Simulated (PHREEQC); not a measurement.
## Ultrapure water in contact with air or piping: speciation

Synthetic water in mg/L, 25 °C, pH 6.8, pe 11.3:

```
constituent             mg/L
------------------  --------
Na                    0.0942
K                   0.000141
Ca                    0.0584
Mg                   0.00211
Cl                    0.0491
S(6) as SO4            0.167
Alkalinity as HCO3     0.152
Si as SiO2          0.000323
```

Valence states are taken as typed.

The numbers come from PHREEQC with the ion-association model, phreeqc.dat.

Each row changes one thing in this solution. This is a speciation only: nothing precipitates in the calculation.

```csv
case,HCO3- (mol/kgw),CO2 (mol/kgw),CO3-2 (mol/kgw),CaSO4 (mol/kgw),CaHCO3+ (mol/kgw),NaSO4- (mol/kgw),SI of Quartz (SiO2)
as made,2.58e-6,9.17e-7,7.73e-10,4.37e-10,4.73e-11,3.52e-11,-4.29
pH from 6.8 to 6.3 at the same alkalinity,2.97e-6,3.34e-6,2.82e-10,4.36e-10,5.44e-11,3.51e-11,-4.29
temperature from 25 to 55 °C at the same typed pH,2.18e-6,6.66e-7,9.72e-10,5.35e-10,5.18e-11,4.17e-11,-4.69
Ca from 0.0584 to 0.0292 mg/L,2.58e-6,9.18e-7,7.73e-10,2.19e-10,2.37e-11,3.52e-11,-4.29
```

Constants without temperature data keep their 25 °C values here.
